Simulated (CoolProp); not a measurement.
A Linde-Hampson liquefier for carbon monoxide: isothermal reversible compression at 280 K from 1 atm to 10 MPa, throttling to 1 atm, return gas leaving the recuperator 10 K below the feed. Each further row changes one setting.

Computed with CoolProp (reference Helmholtz-energy equation of state, Lemmon 2006). It is a short technical equation, of lower accuracy than the large ones.

| case | liquid yield per pass | compression work (kJ/kg of gas) |
|---|---|---|
| as stated | … | 379 |
| high pressure 20 MPa | … | … |
| warm-end temperature 310 K | … | … |
| warm-end gap 15 K | … | 379 |

Task: What belongs in the gaps?

Result: 
- as stated, liquid yield per pass: 0.039
- high pressure 20 MPa, liquid yield per pass: 0.081
- high pressure 20 MPa, compression work (kJ/kg of gas): 436
- warm-end temperature 310 K, liquid yield per pass: 0.024
- warm-end temperature 310 K, compression work (kJ/kg of gas): 422
- warm-end gap 15 K, liquid yield per pass: 0.026
